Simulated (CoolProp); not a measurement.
The numbers come from the reference Helmholtz-energy equation of state, Lemmon 2006 in CoolProp. It is a short technical equation, of lower accuracy than the large ones.

Q: For carbonyl sulfide, give the phase and the Z, cv (kJ/(kg K)), Joule-Thomson coefficient (K/MPa), fugacity coefficient at 620 K and 6.15 MPa; 620 K and 14 MPa.

A: 
- 620 K and 6.15 MPa: gas; Z 0.944, cv 0.733, Joule-Thomson coefficient 3.76, fugacity coefficient 0.943
- 620 K and 14 MPa: supercritical; Z 0.889, cv 0.748, Joule-Thomson coefficient 3.18, fugacity coefficient 0.882
